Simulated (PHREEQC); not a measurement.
Alkaline etch or developer: speciation

A solution holds 0.0032 mol CsOH and 3.3e-07 mol H4SiO4 per kg of water, at 25 °C. Closed to the air; pH follows from the charge balance.

Equilibrium calculation in PHREEQC: ion-association model, wateq4f.dat.

Precipitation was switched off in this run.

Q: What pH does the model give?

A: pH 11.48.

Q: In which forms is Si present?

A: H3SiO4- 96 %, H2SiO4-2 2.3 %, H4SiO4 2.0 % of the Si.

Species that the database lacks are ignored.
